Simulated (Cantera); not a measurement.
An isothermal, constant-pressure homogeneous reactor starts with N2O : O2 : H2O = 1 : 1.5 : 0.013 (molar parts), at 1400 K and 51.0 Torr.

Cantera simulation using GRI-Mech 3.0 (53 species, 325 reactions); the numbers are that mechanism's predictions, not measurements. GRI-Mech 3.0 was tuned for natural gas; its chemistry of N2O as a main component is partial and can be far from experiment. The temperature is held fixed by assumption; the heat of reaction is taken as removed at once.

Problem. Predict: x(N2O) at 5.00 s; x(O2) at 5.00 s; x(N2) at 5.00 s; x(NO2) at 5.00 s; x(NO) at 5.00 s.

Solution. 
```
Quantity                                            Value
----------------  ---------------------------------------
x(N2O) at 5.00 s  0.00287 (gas-phase equilibrium 9.01e-9)
x(O2) at 5.00 s       0.634 (gas-phase equilibrium 0.663)
x(N2) at 5.00 s       0.300 (gas-phase equilibrium 0.331)
x(NO2) at 5.00 s  9.76e-5 (gas-phase equilibrium 2.88e-6)
x(NO) at 5.00 s   0.0585 (gas-phase equilibrium 0.000839)
```
